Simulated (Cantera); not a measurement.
Standard-state values (1 bar) from the NASA 1993 polynomials, evaluated with Cantera. Values are per mole of reaction as written; species without (g) are pure solids or liquids, kept so even where they would boil at 1 bar.

2 NaI + H2(g) = 2 HI(g) + 2 Na

| T (K) | ΔH° (kJ) | ΔS° (J/K) | ΔG° (kJ) | log10 K | condensed phases |
|---|---|---|---|---|---|
| 300 | 628.4 | 188.0 | 572.0 | -99.59 | NaI(s), Na(s) |
| 575 | 628.8 | 190.8 | 519.1 | -47.16 | NaI(s), Na(l) |
| 725 | 625.5 | 185.6 | 490.9 | -35.37 | NaI(s), Na(l) |
| 875 | ___ | ___ | ___ | ___ | NaI(s), Na(l) |
| 1025 | 569.6 | 125.2 | 441.3 | -22.49 | NaI(l), Na(l) |
| 1175 | 564.4 | 120.4 | 422.9 | -18.80 | NaI(l), Na(l) |
| 1325 | 559.5 | 116.5 | 405.1 | -15.97 | NaI(l), Na(l) |
| 1475 | ___ | ___ | ___ | ___ | NaI(l), Na(l) |

Q: Complete the blanks.

A: 
- 875, ΔH° (kJ): 621.7
- 875, ΔS° (J/K): 180.9
- 875, ΔG° (kJ): 463.4
- 875, log10 K: -27.66
- 1475, ΔH° (kJ): 555.0
- 1475, ΔS° (J/K): 113.3
- 1475, ΔG° (kJ): 387.9
- 1475, log10 K: -13.74
